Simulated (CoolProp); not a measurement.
Vapour-liquid equilibrium of n-pentane (1) + acetone (2) at 68.35 °C; x and y are mole fractions of (1).

Computed with CoolProp (multi-fluid Helmholtz-energy mixture model, Thol 2019 and Lemmon 2006; pair parameters Bell 2016).

| x | bubble pressure (MPa) | y at the bubble point | dew pressure at overall composition x (MPa) | liquid density (mol/L) |
|---|---|---|---|---|
| 0.05 | 0.1880 | 0.221 | 0.1586 | 12.27 |
| 0.15 | 0.2378 | 0.425 | 0.1747 | 11.58 |
| 0.25 | 0.2671 | 0.520 | 0.1941 | 10.96 |
| 0.35 | 0.2844 | 0.576 | 0.2174 | 10.39 |
| 0.45 | 0.2948 | 0.616 | 0.2453 | 9.888 |
| 0.55 | 0.3013 | 0.650 | 0.2765 | 9.436 |
| 0.65 | 0.3050 | 0.686 | 0.3013 | 9.035 |
| 0.75 | 0.3055 | 0.732 | 0.3047 | 8.680 |
| 0.85 | 0.3006 | 0.799 | 0.2943 | 8.369 |
| 0.95 | 0.2854 | 0.910 | 0.2792 | 8.097 |

y crosses x between x = 0.65 and 0.75: the model has an azeotrope there.

The pair parameters rest on a limited set of measurements; away from them the model extrapolates.
